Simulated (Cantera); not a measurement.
## Stirred combustor or abatement burner

A perfectly stirred reactor is fed with 16.1 % H2, 15.5 % O2, 58.5 % N2, 9.85 % H2O, equivalence ratio 0.52, at 55000 Pa; it is adiabatic with a 650 K inlet, and is followed from long to short residence time, starting on the burning branch (τ in s: 0.16, 0.072, 0.031, 0.014, 0.0061, 0.0027, 0.0012, 0.00052, 0.00023, 9.9e-05, 4.4e-05, 1.9e-05, 8.4e-06).

Cantera simulation using GRI-Mech 3.0 (53 species, 325 reactions); the numbers are that mechanism's predictions, not measurements.

```csv
τ (s),T (K),x H2,x O2,x H2O,x O,x H2O2
0.16,1812,0.000324,0.0806,0.281,0.000189,1.04e-7
0.072,1807,0.000530,0.0805,0.281,0.000307,1.39e-7
0.031,1799,0.000910,0.0804,0.280,0.000526,1.94e-7
0.014,1787,0.00152,0.0802,0.278,0.000878,2.67e-7
0.0061,1768,0.00256,0.0802,0.276,0.00148,3.75e-7
0.0027,1739,0.00417,0.0802,0.273,0.00242,5.33e-7
0.0012,1694,0.00655,0.0806,0.268,0.00376,7.85e-7
0.00052,1627,0.00995,0.0816,0.261,0.00557,1.26e-6
0.00023,1538,0.0145,0.0837,0.252,0.00742,2.17e-6
9.9e-5,1419,0.0222,0.0882,0.239,0.00856,4.00e-6
4.4e-5,1248,0.0461,0.102,0.212,0.00648,6.41e-6
1.9e-5,650,0.161,0.155,0.0985,<1e-12,<1e-12
8.4e-6,650,0.161,0.155,0.0985,<1e-12,<1e-12
```
x: mole fraction; the columns are a selection and need not sum to one.
